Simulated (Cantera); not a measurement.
Cantera run:

```python
import numpy as np
import cantera as ct

gas_names = [...]  # 113 gases of nasa_gas.yaml made of C, H, O, Ti
cond_names = """
    C(gr) C6H6(L) C7H8(L) C8H18(L),n-octa H2O(s) H2O(L) Ti(a) Ti(b) Ti(L) TiC(s) TiC(L) TiO(a) TiO(b)
    TiO(L) TiO2(ru) TiO2(L) Ti2O3(a) Ti2O3(b) Ti2O3(L) Ti3O5(a) Ti3O5(b) Ti3O5(L) Ti4O7(s) Ti4O7(L)
""".split()


# ... load() reads the species with a 1 bar reference pressure and builds the phases ...
atoms = {
    'Ti(OiPr)4': {'Ti': 1, 'C': 12, 'H': 28, 'O': 4},
    'CH4': {'C': 1, 'H': 4},
    'H2': {'H': 2},
    'O2': {'O': 2},
}
top_T = {'C(gr)': 4500}  # K; cautious upper limits of use, not melting points


# ... equilibrate(T, P, feed) seeds the gas with the atoms and calls Mixture.equilibrate('TP', solver="vcs", rtol=1e-11, max_steps=5000) ...
results = []
P = 10000  # Pa
for T in [1323, 1398, 1473, 1548, 1623, 1698, 1773, 1848, 1923, 1998, 2073]:
    for m in [39, 51, 68, 89, 120, 150, 200, 260, 350]:
        feed = {'Ti(OiPr)4': 1, 'CH4': 0.94, 'H2': m, 'O2': 10}  # mol
        mix = equilibrate(T, P, feed)
        results.append((T, P, feed, dict(zip(mix.species_names, mix.species_moles))))

for T, P, feed, n in results:
    print(f"{T:7g} {feed['H2']:10.4g}  " + (" + ".join(c for c in cond_names if n.get(c, 0) > 1e-12) or "gas only"))
```

It prints:

```
   1323         39  TiO2(ru)
   1323         51  TiO2(ru)
   1323         68  TiO2(ru)
   1323         89  TiO2(ru)
   1323        120  TiO2(ru)
   1323        150  TiO2(ru)
   1323        200  TiO2(ru)
   1323        260  TiO2(ru)
   1323        350  TiO2(ru)
   1398         39  TiO2(ru)
   1398         51  TiO2(ru)
   1398         68  TiO2(ru)
   1398         89  TiO2(ru)
   1398        120  TiO2(ru)
   1398        150  TiO2(ru)
   1398        200  TiO2(ru)
   1398        260  TiO2(ru)
   1398        350  TiO2(ru)
   1473         39  TiO2(ru)
   1473         51  TiO2(ru)
   1473         68  TiO2(ru)
   1473         89  TiO2(ru)
   1473        120  TiO2(ru)
   1473        150  TiO2(ru)
   1473        200  TiO2(ru)
   1473        260  TiO2(ru)
   1473        350  TiO2(ru)
   1548         39  TiO2(ru)
   1548         51  TiO2(ru)
   1548         68  TiO2(ru)
   1548         89  TiO2(ru)
   1548        120  TiO2(ru)
   1548        150  TiO2(ru)
   1548        200  TiO2(ru)
   1548        260  TiO2(ru)
   1548        350  TiO2(ru)
   1623         39  TiO2(ru)
   1623         51  TiO2(ru)
   1623         68  TiO2(ru)
   1623         89  TiO2(ru)
   1623        120  TiO2(ru)
   1623        150  TiO2(ru)
   1623        200  TiO2(ru)
   1623        260  Ti4O7(s)
   1623        350  Ti4O7(s)
   1698         39  TiO2(ru)
   1698         51  TiO2(ru)
   1698         68  TiO2(ru)
   1698         89  TiO2(ru)
   1698        120  TiO2(ru)
   1698        150  Ti4O7(s)
   1698        200  Ti4O7(s)
   1698        260  Ti4O7(s)
   1698        350  Ti4O7(s)
   1773         39  TiO2(ru)
   1773         51  TiO2(ru)
   1773         68  TiO2(ru)
   1773         89  TiO2(ru)
   1773        120  Ti4O7(s)
   1773        150  Ti4O7(s)
   1773        200  Ti4O7(s)
   1773        260  Ti4O7(s)
   1773        350  Ti3O5(b)
   1848         39  TiO2(ru)
   1848         51  TiO2(ru)
   1848         68  Ti4O7(s)
   1848         89  Ti4O7(s)
   1848        120  Ti4O7(s)
   1848        150  Ti4O7(s)
   1848        200  Ti3O5(b)
   1848        260  Ti3O5(b)
   1848        350  Ti3O5(b)
   1923         39  Ti4O7(s)
   1923         51  Ti4O7(s)
   1923         68  Ti4O7(s)
   1923         89  Ti4O7(s)
   1923        120  Ti3O5(b)
   1923        150  Ti3O5(b)
   1923        200  Ti3O5(b)
   1923        260  Ti3O5(b)
   1923        350  Ti3O5(b)
   1998         39  Ti4O7(L)
   1998         51  Ti4O7(L)
   1998         68  Ti4O7(L)
   1998         89  Ti4O7(L)
   1998        120  Ti4O7(L)
   1998        150  Ti4O7(L)
   1998        200  Ti3O5(b)
   1998        260  Ti3O5(b)
   1998        350  Ti3O5(b)
   2073         39  Ti4O7(L)
   2073         51  Ti4O7(L)
   2073         68  Ti4O7(L)
   2073         89  Ti4O7(L)
   2073        120  Ti4O7(L)
   2073        150  Ti4O7(L)
   2073        200  Ti4O7(L)
   2073        260  Ti4O7(L)
   2073        350  Ti3O5(L)
```

Method: chemical equilibrium by Gibbs-energy minimisation in Cantera with the NASA 1993 tables (ideal gas, pure condensed phases). The feed counts by its element totals alone. Condensed phases not in the tables: Magnéli phases beyond Ti4O7.
